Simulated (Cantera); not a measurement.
Input: 1 mol B₂H₆, 140 mol H₂, held at 1773 K and 0.290 bar.

Cantera equilibrium calculation (NASA polynomials, part measured and part estimated; ideal gas, pure solids and liquids). Candidate condensed phases: B; 7 gas species. The feed counts by its element totals alone. The tables' values for BH₂ are old estimates; treat these amounts as uncertain. Rates play no part.

Q: What is the equilibrium state?

A: 
```json
{
  "x(H₂)": "0.999",
  "x(H)": "0.000528",
  "x(BH₂)": "0.000107",
  "x(BH₃)": "9.87e-6",
  "n(B(s))": "1.98 mol",
  "gas_amount": "143.0 mol"
}
```
